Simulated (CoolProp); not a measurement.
Properties of nitrous oxide along the isotherm 232.8 K (Tc = 309.5 K, pc = 7.245 MPa, ω = 0.161).

The numbers come from the reference Helmholtz-energy equation of state, Lemmon 2006 in CoolProp. It is a short technical equation, of lower accuracy than the large ones.

```tsv
p (MPa)	phase	cp (kJ/(kg K))	isothermal compressibility (1/MPa)	fugacity coefficient
2.79	liquid	1.824	0.002595	0.3081
5.57	liquid	1.799	0.002421	0.1636
8.36	liquid	1.778	0.002271	0.1155
11.1	liquid	1.759	0.002142	0.09207
13.9	liquid	1.742	0.002027	0.07788
16.7	liquid	1.727	0.001924	0.06864
19.5	liquid	1.713	0.001832	0.06223
22.3	liquid	1.701	0.001749	0.05758
25.1	liquid	1.690	0.001674	0.05413
27.9	liquid	1.679	0.001606	0.05150
30.7	liquid	1.670	0.001544	0.04950
33.4	liquid	1.662	0.001488	0.04800
36.2	liquid	1.653	0.001435	0.04681
```
